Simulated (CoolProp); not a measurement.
Properties of R152A along the isobar 1.01 bar (Tc = 113.3 °C, pc = 45.17 bar, ω = 0.275).

Computed with CoolProp (reference Helmholtz-energy equation of state, Outcalt 1996). It is a modified Benedict-Webb-Rubin equation, recast in Helmholtz form.

```csv
T (°C),phase,density (kg/m³),cv (kJ/(kg K)),conductivity (mW/(m K)),Prandtl number
-88.45,liquid,1137,1.030,161,8.15
-63.35,liquid,1090,1.034,146,5.58
-38.25,liquid,1040,1.053,132,4.31
-13.15,gas,3.202,0.8349,10.5,0.914
11.85,gas,2.888,0.8828,12.9,0.847
36.95,gas,2.636,0.9351,15.3,0.812
62.05,gas,2.428,0.9895,17.8,0.794
87.15,gas,2.251,1.045,20.2,0.785
112.15,gas,2.100,1.100,22.6,0.782
137.25,gas,1.968,1.155,25.1,0.783
162.35,gas,1.852,1.208,27.5,0.786
```

Viscosity comes from a separate model (Bell 2016), an estimate that may be off by 10 % or more. Thermal conductivity comes from a separate model (Krauss 1996).
